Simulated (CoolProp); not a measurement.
Vapour-liquid equilibrium of R125 (1) + propane (2) at -27.35 °C; x and y are mole fractions of (1).

Model: multi-fluid Helmholtz-energy mixture model, Lemmon 2005 and Lemmon 2009; pair parameters Bell 2016, in CoolProp.

| x | bubble pressure, mixture model (kPa) | bubble pressure, Raoult's law (kPa) | y, mixture model | y, Raoult's law |
|---|---|---|---|---|
| 0.05 | 231.4 | 189.4 | 0.222 | 0.067 |
| 0.2 | ? | 199.6 | 0.455 | 0.254 |
| 0.35 | 324.1 | 209.8 | ? | 0.424 |
| 0.5 | 331.4 | 220.0 | 0.568 | 0.577 |
| 0.65 | 332.0 | 230.1 | ? | 0.717 |
| 0.8 | 321.7 | 240.3 | 0.684 | 0.845 |
| 0.95 | 281.2 | 250.5 | 0.869 | 0.963 |

**Question.** Fill in the missing entries.

**Answer.** 
- 0.2, bubble pressure, mixture model (kPa): 301.2
- 0.35, y, mixture model: 0.528
- 0.65, y, mixture model: 0.610

The largest gap from Raoult's law is +54.5 % in bubble pressure, at x = 0.35. y crosses x between x = 0.5 and 0.65: the model has an azeotrope there.

The pair parameters rest on a limited set of measurements; away from them the model extrapolates. With so large a gap from Raoult's law the liquid may split in two, which this calculation doesn't test in full.
